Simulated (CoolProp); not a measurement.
Saturation properties of decamethyltetrasiloxane (MD2M) (Tc = 599.4 K, pc = 1144 kPa, ω = 0.635).

Model: reference Helmholtz-energy equation of state, Thol 2017, in CoolProp.

| T (K) | p (kPa) | enthalpy of vaporisation (kJ/kg) | liquid cp (kJ/(kg K)) | surface tension (mN/m) |
|---|---|---|---|---|
| 325.3 | 0.3635 | 179.9 | 1.791 | 15.1 |
| 343.1 | 1.044 | 173.5 | 1.834 | 13.8 |
| 360.9 | 2.615 | 167.3 | 1.876 | 12.4 |
| 378.6 | 5.822 | 161.2 | 1.917 | 11.2 |
| 396.4 | 11.84 | 155.2 | 1.957 | 9.91 |
| 414.2 | 22.21 | 149.1 | 1.997 | 8.70 |
| 432 | 38.92 | 142.9 | 2.036 | 7.55 |
| 449.7 | 64.20 | 136.5 | 2.074 | 6.45 |
| 467.5 | 101.1 | 129.8 | 2.114 | 5.39 |
| 485.3 | 152.7 | 122.7 | 2.155 | 4.40 |
| 503.1 | 222.4 | 115.1 | 2.198 | 3.46 |
| 520.8 | 313.7 | 106.8 | 2.246 | 2.60 |
| 538.6 | 432.1 | 97.37 | 2.304 | 1.81 |
| 556.4 | 582.5 | 86.25 | 2.389 | 1.11 |
| 574.2 | 772.8 | 71.88 | 2.562 | 0.523 |

It boils at 467.6 K under 1 atm.

Surface tension comes from a separate correlation (Mulero 2014), older than this fluid's equation and unchecked against measurements.
